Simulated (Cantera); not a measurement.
A closed system holds: 1 mol CuO, 0.52 mol CO, 0.24 mol H2, equilibrated at 1577 °C and 0.133 bar.

Cantera equilibrium calculation (NASA polynomials, part measured and part estimated; ideal gas, pure solids and liquids). Candidate condensed phases: C, C6H6, C7H8, C8H18, Cu, CuO, Cu(OH)2, Cu2O, H2O; 113 gas species. Each liquid is taken as pure. Mutual solubility and eutectic melting of coexisting phases are not modelled. Rates play no part.

Base state: CO2 0.652, H2O 0.301, O2 0.0348, Cu 0.00712, CO 0.00326, OH 0.00170, H2 0.000375, O 9.85e-5 (mole fractions); condensed: Cu(l) + Cu2O(l).

**Question.** What changes in the equilibrium state with this change: temperature from 1577 °C to 2077 °C?

**Answer.** 
```
species         before    after
------------  --------  -------
Cu             0.00712    0.506
CO2              0.652    0.234
H2O              0.301    0.115
CO             0.00326   0.0369
OH             0.00170   0.0121
O2              0.0348   0.0756
Cu2            1.68e-5  0.00564
H              2.86e-5  0.00192
CuO            6.06e-5  0.00406
O              9.85e-5  0.00497
H2            0.000375  0.00315
Cu(l), mol       0.621        0
Cu2O(l), mol     0.187        0
```

**Question.** What changes in the equilibrium state with this change: temperature from 1577 °C to 2002 °C?

**Answer.** 
```
species        before    after
------------  -------  -------
CO2             0.652    0.365
Cu            0.00712    0.302
H2O             0.301    0.174
CO            0.00326   0.0310
OH            0.00170   0.0122
O2             0.0348    0.102
Cu2           1.68e-5  0.00281
CuO           6.06e-5  0.00298
H             2.86e-5  0.00120
Cu(l), mol      0.621    0.592
Cu2O(l), mol    0.187        0
```

**Question.** What changes in the equilibrium state with this change: pressure from 0.133 bar to 0.100 bar?

**Answer.** 
```csv
species,before,after
CO2,0.652,0.642
H2O,0.301,0.296
O2,0.0348,0.0464
Cu,0.00712,0.00950
O,9.85e-5,0.000131
Cu2,1.68e-5,2.25e-5
CuO,6.06e-5,8.08e-5
H,2.86e-5,3.27e-5
"Cu(l), mol",0.621,0.658
"Cu2O(l), mol",0.187,0.167
```
